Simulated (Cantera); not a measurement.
Feed: 1 mol BN, 9.8 mol NF3, 1.2 mol H2, 0.57 mol Cl2, equilibrated at 1648.15 K and 1700 Pa.

Method: chemical equilibrium by Gibbs-energy minimisation in Cantera with the NASA 1993 tables (ideal gas, pure condensed phases). Candidate condensed phases: B, BN, NH4Cl; 40 gas species. The numbers say what is thermodynamically allowed, not how fast it happens.

Base state: F 0.702, N2 0.162, HF 0.0720, BF3 0.0300, ClF 0.0181, Cl 0.0157, F2 0.000337, Cl2 0.000200 (mole fractions); condensed: gas only.

Question: What changes in the equilibrium state with this change: temperature from 1648.15 K to 1300 K?

Answer: 
```csv
species,before,after
F,0.702,0.686
N2,0.162,0.166
HF,0.0720,0.0738
ClF,0.0181,0.0348
Cl,0.0157,0.000194
BF3,0.0300,0.0307
Cl2,0.000200,4.15e-6
F2,0.000337,0.00841
```

Question: What changes in the equilibrium state with this change: temperature from 1648.15 K to 850 K?

Answer: 
```csv
species,before,after
F2,0.000337,0.451
N2,0.162,0.238
HF,0.0720,0.109
F,0.702,0.0884
NF3,<1e-9,0.0161
Cl,0.0157,7.46e-9
ClF,0.0181,0.0517
BF3,0.0300,0.0455
Cl2,0.000200,1.21e-9
ClF3,<1e-9,0.000122
```
